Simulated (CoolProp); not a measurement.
CH3F (R41) along the isotherm 70.85 °C: Z from the reference equation and from simpler models built on Tc = 44.1 °C, pc = 5906 kPa, ω = 0.200; each cubic takes its own stable root.

Values from CoolProp's reference Helmholtz-energy equation of state, Lemmon 2006. It is a short technical equation, of lower accuracy than the large ones.

```json
[
 {"p (kPa)": "6560", "phase": "supercritical", "reference": "0.5979"},
 {"p (kPa)": "13100", "phase": "supercritical", "reference": "0.3372"},
 {"p (kPa)": "19700", "phase": "supercritical", "reference": "0.4260"},
 {"p (kPa)": "26200", "phase": "supercritical", "reference": "0.5237"},
 {"p (kPa)": "32800", "phase": "supercritical", "reference": "0.6221"},
 {"p (kPa)": "39400", "phase": "supercritical", "reference": "0.7187"},
 {"p (kPa)": "45900", "phase": "supercritical", "reference": "0.8119"},
 {"p (kPa)": "52500", "phase": "supercritical", "reference": "0.9048"},
 {"p (kPa)": "59100", "phase": "supercritical", "reference": "0.9962"}
]
```

Q: How far does each simpler model (van der Waals, Redlich-Kwong, Soave-Redlich-Kwong, Peng-Robinson) lie from the reference over these 9 states: mean and median of the absolute difference, and the worst?

A: 
- van der Waals: mean 46.9 %, median 53.3 %, worst +56.3 % at 70.85 °C and 59100 kPa
- Redlich-Kwong: mean 21.4 %, median 22.7 %, worst +26.7 % at 70.85 °C and 13100 kPa
- Soave-Redlich-Kwong: mean 23.8 %, median 24.1 %, worst +32.7 % at 70.85 °C and 13100 kPa
- Peng-Robinson: mean 12.7 %, median 12.1 %, worst +21.8 % at 70.85 °C and 13100 kPa
